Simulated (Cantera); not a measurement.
Cantera run:

```python
import numpy as np
import cantera as ct

gas_names = """
    C CO COS CO2 CS CS2 C2 C2O C3 C3O2 C4 C5 Mg MgO MgS Mg2 O O2 O3 S SO SO2 SO3 S2 S2O S8
""".split()
cond_names = """
    C(gr) Mg(cr) Mg(L) MgCO3(s) MgO(s) MgO(L) MgS(s) MgSO4(s) MgSO4(L) S(cr1) S(cr2) S(L)
""".split()


# ... load() reads the species with a 1 bar reference pressure and builds the phases ...
atoms = {
    'MgO': {'Mg': 1, 'O': 1},
    'SO2': {'S': 1, 'O': 2},
    'CO2': {'C': 1, 'O': 2},
}
top_T = {'C(gr)': 4500, 'MgS(s)': 2250}  # K; cautious upper limits of use, not melting points


# ... equilibrate(T, P, feed) seeds the gas with the atoms and calls Mixture.equilibrate('TP', solver="vcs", rtol=1e-11, max_steps=5000) ...
results = []
feed = {'MgO': 1, 'SO2': 3.4, 'CO2': 0.81}  # mol
T = 750  # K
for P in [1000, 2300, 5400, 13000, 29000, 68000, 160000, 370000, 860000, 2000000]:
    mix = equilibrate(T, P, feed)
    results.append((T, P, feed, dict(zip(mix.species_names, mix.species_moles))))
    x = sorted(zip(gas.X, gas.species_names), reverse=True)
    print(f"T = {T:g} K  P = {P:g} Pa  gas = {mix.phase_moles(0):.4g} mol")
    print("   x: " + "  ".join(f"{s} {v:.3e}" for v, s in x if v > 1e-05))
    print("   condensed (mol): " + ("  ".join(f"{mix.phase(i).name} {mix.phase_moles(i):.4g}"
          for i in range(1, mix.n_phases) if mix.phase_moles(i) > 1e-12) or "none"))
```

Result:

```
T = 750 K  P = 1000 Pa  gas = 4.21 mol
   x: SO2 8.076e-01  CO2 1.924e-01  S2 1.840e-05
   condensed (mol): MgO(s) 0.9996  MgSO4(s) 0.000387
T = 750 K  P = 2300 Pa  gas = 4.183 mol
   x: SO2 8.051e-01  CO2 1.936e-01  S2 1.163e-03  S2O 1.502e-04
   condensed (mol): MgO(s) 0.9786  MgSO4(s) 0.02139
T = 750 K  P = 5400 Pa  gas = 3.443 mol
   x: SO2 7.198e-01  CO2 2.352e-01  S2 4.236e-02  S2O 2.607e-03  COS 7.147e-05
   condensed (mol): MgO(s) 0.3885  MgSO4(s) 0.6115
T = 750 K  P = 13000 Pa  gas = 2.948 mol
   x: SO2 6.421e-01  CO2 2.746e-01  S2 7.740e-02  S2O 4.820e-03  S8 9.127e-04  COS 1.729e-04  CO 1.050e-05
   condensed (mol): MgSO4(s) 1
T = 750 K  P = 29000 Pa  gas = 2.916 mol
   x: SO2 6.491e-01  CO2 2.776e-01  S2 6.345e-02  S2O 5.103e-03  S8 4.577e-03  COS 1.831e-04
   condensed (mol): MgSO4(s) 1
T = 750 K  P = 68000 Pa  gas = 2.866 mol
   x: SO2 6.608e-01  CO2 2.825e-01  S2 4.130e-02  S8 1.059e-02  S2O 4.617e-03  COS 1.656e-04
   condensed (mol): MgSO4(s) 1
T = 750 K  P = 160000 Pa  gas = 2.827 mol
   x: SO2 6.703e-01  CO2 2.864e-01  S2 2.387e-02  S8 1.540e-02  S2O 3.818e-03  COS 1.369e-04
   condensed (mol): MgSO4(s) 1
T = 750 K  P = 370000 Pa  gas = 2.803 mol
   x: SO2 6.763e-01  CO2 2.888e-01  S8 1.838e-02  S2 1.331e-02  S2O 3.050e-03  COS 1.093e-04
   condensed (mol): MgSO4(s) 1
T = 750 K  P = 860000 Pa  gas = 2.79 mol
   x: SO2 6.799e-01  CO2 2.903e-01  S8 2.013e-02  S2 7.231e-03  S2O 2.390e-03  COS 8.563e-05
   condensed (mol): MgSO4(s) 1
T = 750 K  P = 2e+06 Pa  gas = 2.773 mol
   x: SO2 6.844e-01  CO2 2.921e-01  S8 1.799e-02  S2 3.733e-03  S2O 1.804e-03  COS 6.459e-05
   condensed (mol): MgSO4(s) 1  S(L) 0.07257
```

Equilibrium computed with Cantera from the NASA thermochemical tables; the gas is ideal and each condensed phase is pure. Gases not in the tables: S3 to S7.
